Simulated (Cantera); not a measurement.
A Cantera script and its output.

```python
import numpy as np
import cantera as ct

gas = ct.Solution("gri30.yaml")
gas.TPX = 1825, 4800, {'NO': 1, 'N2': 2.8}
reactor = ct.IdealGasConstPressureReactor(gas, energy="off", clone=False)
net = ct.ReactorNet([reactor])
net.rtol, net.atol = 1e-08, 1e-18
show = ['NO', 'O', 'N2O', 'NO2', 'N2', 'O2']
times = np.geomspace(0.0008, 300, 13)

steps = ct.SolutionArray(gas, extra=["t"])
rows = []
print(f"{'t/s':>10s}{'T/K':>9s}{'P/Pa':>11s}" + "".join(f"{s:>11s}" for s in show))
for t in times:
    while net.time < t:
        t_next = net.step()
        steps.append(gas.state, t=t_next)
    rows.append([np.interp(t, steps.t, y) for y in (steps.T, steps.P, *steps(*show).X.T)])
    print(f"{t:10.3e}{rows[-1][0]:9.1f}{rows[-1][1]:11.4g}" + "".join(f"{x:11.3e}" for x in rows[-1][2:]))
rate = np.gradient(steps.T, steps.t)
print("integrator steps:", len(steps.t))
if steps.T.max() > steps.T[0] + 200:
    print(f"time of steepest temperature rise: {steps.t[rate.argmax()]:.4e} s")
gas.TPX = 1825, 4800, {'NO': 1, 'N2': 2.8}
gas.equilibrate("TP")
print(f"equilibrium (TP): T = {gas.T:.1f} K  " + "  ".join(f"{s} {gas[s].X[0]:.3e}" for s in show))
```

Output:

```
       t/s      T/K       P/Pa         NO          O        N2O        NO2         N2         O2
 8.000e-04   1825.0       4800  2.632e-01  7.571e-07  7.574e-07  2.054e-08  7.368e-01  2.319e-09
 2.331e-03   1825.0       4800  2.632e-01  2.163e-06  2.152e-06  1.578e-07  7.368e-01  1.966e-08
 6.794e-03   1825.0       4800  2.631e-01  6.128e-06  5.833e-06  1.038e-06  7.368e-01  1.771e-07
 1.980e-02   1825.0       4800  2.631e-01  1.768e-05  1.387e-05  4.944e-06  7.368e-01  2.052e-06
 5.769e-02   1825.0       4800  2.630e-01  4.029e-05  2.405e-05  1.254e-05  7.369e-01  2.668e-05
 1.681e-01   1825.0       4800  2.627e-01  4.805e-05  2.730e-05  1.490e-05  7.370e-01  1.623e-04
 4.899e-01   1825.0       4800  2.619e-01  5.041e-05  2.712e-05  1.587e-05  7.374e-01  5.805e-04
 1.428e+00   1825.0       4800  2.594e-01  5.655e-05  2.643e-05  1.837e-05  7.387e-01  1.815e-03
 4.160e+00   1825.0       4800  2.520e-01  7.152e-05  2.455e-05  2.415e-05  7.424e-01  5.504e-03
 1.212e+01   1825.0       4800  2.300e-01  1.032e-04  1.979e-05  3.430e-05  7.534e-01  1.650e-02
 3.533e+01   1825.0       4800  1.709e-01  1.582e-04  1.037e-05  4.151e-05  7.829e-01  4.598e-02
 1.029e+02   1825.0       4800  6.954e-02  2.216e-04  1.650e-06  2.452e-05  8.336e-01  9.666e-02
 3.000e+02   1825.0       4800  1.106e-02  2.507e-04  8.364e-08  4.461e-06  8.628e-01  1.259e-01
integrator steps: 867
equilibrium (TP): T = 1825.0 K  NO 3.738e-03  O 2.540e-04  N2O 4.918e-08  NO2 1.530e-06  N2 8.664e-01  O2 1.296e-01
```

Cantera simulation using GRI-Mech 3.0 (53 species, 325 reactions); the numbers are that mechanism's predictions, not measurements. Radical loss at walls, strong at low pressure, is not modelled.
